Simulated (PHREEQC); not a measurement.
Consider water at 55 °C with 0.0006 mol Na2HAsO4, 0.0017 mol HCl and 0.0061 mol CaCl2 per kg of water. Closed to the air; pH follows from the charge balance.

Model: ion-association model, wateq4f.dat, run in PHREEQC.

| quantity | before | after |
|---|---|---|
| pH | 3.05 | 2.89 |
| ionic strength (mol/kgw) | 0.0205 | 0.0209 |
| SI of Halite (NaCl) | -6.55 | -6.55 |

### Question
What was changed between the two runs?
A. temperature from 55 to 60 °C
B. Na2HAsO4 replaced by Na2SiF6 at the same molality
C. CaCl2 left out

### Answer
B, Na2HAsO4 replaced by Na2SiF6 at the same molality

This is a speciation only: nothing precipitates in the calculation. Some of these states are supersaturated (in Fluorite, Quartz (slow to form), for instance). Away from 25 °C the constants follow the database's enthalpies or fits; those with neither stay at their 25 °C values. SiF6-2 is the database's only silicon fluoride.
